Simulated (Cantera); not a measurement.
Cantera run:

```python
import numpy as np
import cantera as ct

gas_names = [...]  # 113 gases of nasa_gas.yaml made of C, H, O, Ti
cond_names = """
    C(gr) C6H6(L) C7H8(L) C8H18(L),n-octa H2O(s) H2O(L) Ti(a) Ti(b) Ti(L) TiC(s) TiC(L) TiO(a) TiO(b)
    TiO(L) TiO2(ru) TiO2(L) Ti2O3(a) Ti2O3(b) Ti2O3(L) Ti3O5(a) Ti3O5(b) Ti3O5(L) Ti4O7(s) Ti4O7(L)
""".split()


# ... load() reads the species with a 1 bar reference pressure and builds the phases ...
atoms = {
    'Ti(OiPr)4': {'Ti': 1, 'C': 12, 'H': 28, 'O': 4},
    'H2O': {'H': 2, 'O': 1},
    'H2': {'H': 2},
}
top_T = {'C(gr)': 4500}  # K; cautious upper limits of use, not melting points


# ... equilibrate(T, P, feed) seeds the gas with the atoms and calls Mixture.equilibrate('TP', solver="vcs", rtol=1e-11, max_steps=5000) ...
results = []
feed = {'Ti(OiPr)4': 1, 'H2O': 0.9, 'H2': 11}  # mol
T = 2050  # K
P = 100000  # Pa
mix = equilibrate(T, P, feed)
results.append((T, P, feed, dict(zip(mix.species_names, mix.species_moles))))
x = sorted(zip(gas.X, gas.species_names), reverse=True)
print(f"T = {T:g} K  P = {P:g} Pa  gas = {mix.phase_moles(0):.4g} mol")
print("   x: " + "  ".join(f"{s} {v:.3e}" for v, s in x if v > 0.001))
print("   condensed (mol): " + ("  ".join(f"{mix.phase(i).name} {mix.phase_moles(i):.4g}"
      for i in range(1, mix.n_phases) if mix.phase_moles(i) > 1e-12) or "none"))
```

It prints:

```
T = 2050 K  P = 100000 Pa  gas = 30.82 mol
   x: H2 8.378e-01  CO 1.590e-01  H 2.076e-03
   condensed (mol): C(gr) 6.037  TiC(s) 1
```

These are equilibrium values from Cantera (NASA tables, ideal gas, pure condensed phases), not measurements of a reactor. The feed counts by its element totals alone. TiC: taken at fixed stoichiometry.
